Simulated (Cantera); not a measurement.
Charge: 1 mol CCl₄, 0.79 mol H₂, held at 0.0670 bar.

Equilibrium computed with Cantera from the NASA thermochemical tables; the gas is ideal and each condensed phase is pure. Candidate condensed phases: C, C₆H₆, C₇H₈, C₈H₁₈; 91 gas species. Equilibrium is a limit: real reactors are often held back by kinetics, nucleation or transport.

Task: At 800 °C, list the 4 most abundant gas species with their mole fractions, and the condensed phases.

Result: HCl 0.566, Cl₂ 0.432, Cl 0.00273, CCl₄ 4.12e-5. Condensed: C(graphite).
